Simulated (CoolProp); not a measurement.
Model: reference Helmholtz-energy equation of state, Lemmon 2006, in CoolProp. It is a short technical equation, of lower accuracy than the large ones.

Question: Give the vapour pressure (MPa), vapour density (kg/m³), liquid cp (kJ/(kg K)) of saturated n-decane at 393.6 K.

Answer: 
| T (K) | p (MPa) | vapour density (kg/m³) | liquid cp (kJ/(kg K)) |
|---|---|---|---|
| 393.6 | 0.0205 | 0.910 | 2.58 |
